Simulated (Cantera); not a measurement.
Input: 1 mol Cu, 1.2 mol F2, at 575 K and 10.0 Torr.

These are equilibrium values from Cantera (NASA tables, ideal gas, pure condensed phases), not measurements of a reactor. Candidate condensed phases: Cu, CuF2; 6 gas species. Kinetics and transport are ignored.

Base state: F2 0.999, F 0.000601 (mole fractions); condensed: CuF2(s).

Task: What changes in the equilibrium state with this change: temperature from 575 K to 1098.15 K?

Result: 
```tsv
species	before	after
F	0.000601	0.826
F2	0.999	0.160
CuF2	<1e-9	0.0134
CuF2(s), mol	1.00	0.995
```

Task: What changes in the equilibrium state with this change: 0.0013 mol N2 added?

Result: 
| species | before | after |
|---|---|---|
| F2 | 0.999 | 0.986 |
| NF3 | 0 | 0.0131 |
| F | 0.000601 | 0.000597 |
| CuF2(s), mol | 1.00 | 1.00 |
